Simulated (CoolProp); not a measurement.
The numbers come from the reference Helmholtz-energy equation of state, Thol 2014 in CoolProp.

Problem. For chloromethane (R40), give the phase and the cp (kJ/(kg K)), cv (kJ/(kg K)) at 466.8 K and 0.568 MPa; 486.2 K and 0.0903 MPa.

Solution. 
- 466.8 K and 0.568 MPa: gas; cp 1.07, cv 0.893
- 486.2 K and 0.0903 MPa: gas; cp 1.08, cv 0.912
